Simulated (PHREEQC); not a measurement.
Solution (25 °C): 9.3 mmol/kgw CuCl2, 70 mmol/kgw HNO3 and 4.3 mmol/kgw H3BO3. Closed to the air; pH follows from the charge balance.

Model: ion-association model, phreeqc.dat, run in PHREEQC.

| Property | Result |
|---|---|
| pH | 1.24 |
| ionic strength | 0.0975 mol/kgw |
| specific conductance | 26500 µS/cm |
| density | 1.001 g/cm³ |
| total alkalinity | -70.0 meq/kg |

```csv
species,molality,activity,log γ
H+,0.0700,0.0578,-0.083
NO3-,0.0700,0.0529,-0.122
Cl-,0.0184,0.0141,-0.114
Cu+2,0.00912,0.00368,-0.394
H3BO3,0.00430,0.00440,0.010
CuCl+,0.000182,0.000140,-0.113
CuCl2,1.04e-6,1.06e-6,0.010
```

No solid was allowed to form. Species that the database lacks are ignored.
